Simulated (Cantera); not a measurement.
Input: 1 mol CO2, 0.21 mol O2, equilibrated at 3298.15 K.

These are equilibrium values from Cantera (NASA tables, ideal gas, pure condensed phases), not measurements of a reactor. Candidate condensed phases: C; 12 gas species. The ideal-gas law is rough above about 30 bar. The numbers say what is thermodynamically allowed, not how fast it happens.

log p: log10 of the partial pressure in bar; nothing condenses.

```
P (Pa)    log p CO2  log p O  log p CO  log p O2  log p O3
--------  ---------  -------  --------  --------  --------
10            -8.02    -4.23     -4.38     -7.38      <-16
120           -5.87    -3.16     -3.30     -5.23         ?
1400          -3.77    -2.14     -2.23     -3.20         ?
17000         -1.83    -1.30     -1.13     -1.51         ?
210000        -0.22    -0.67     -0.13     -0.26         ?
2500000        1.13    -0.15      0.69      0.77         ?
30000000       2.33     0.35      1.38      1.78         ?
```

Task: What belongs in the gaps?

Result: 
- 120, log p O3: -13.45
- 1400, log p O3: -10.40
- 17000, log p O3: -7.87
- 210000, log p O3: -6.00
- 2500000, log p O3: -4.44
- 30000000, log p O3: -2.93
